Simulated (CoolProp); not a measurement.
R123 at 298.15 K and 0.0604 MPa flows at 1.8 m/s in a round tube of 1 mm bore and 15 µm roughness, fully developed (64/Re and Nu = 3.66 if laminar; Colebrook and Gnielinski if turbulent). Each further row changes one setting.

Model: reference Helmholtz-energy equation of state, Younglove 1994, in CoolProp. It is a modified Benedict-Webb-Rubin equation, recast in Helmholtz form.

| case | Reynolds number | Darcy friction factor | pressure drop (Pa/m) | heat-transfer coefficient (W/(m² K)) | mass flow (kg/h) |
|---|---|---|---|---|---|
| as stated | 640 | 0.1000 | (withheld) | 33.6 | 0.0195 |
| velocity 3.6 m/s | 1280 | 0.0500 | (withheld) | 33.6 | (withheld) |
| diameter 2 mm | 1280 | 0.0500 | (withheld) | 16.8 | (withheld) |

Problem. Fill in the missing entries.

Solution. 
- as stated, pressure drop (Pa/m): 620
- velocity 3.6 m/s, pressure drop (Pa/m): 1240
- velocity 3.6 m/s, mass flow (kg/h): 0.0389
- diameter 2 mm, pressure drop (Pa/m): 155
- diameter 2 mm, mass flow (kg/h): 0.0779

Viscosity comes from a separate model (Tanaka 1996). Thermal conductivity comes from a separate model (Laesecke 1996).
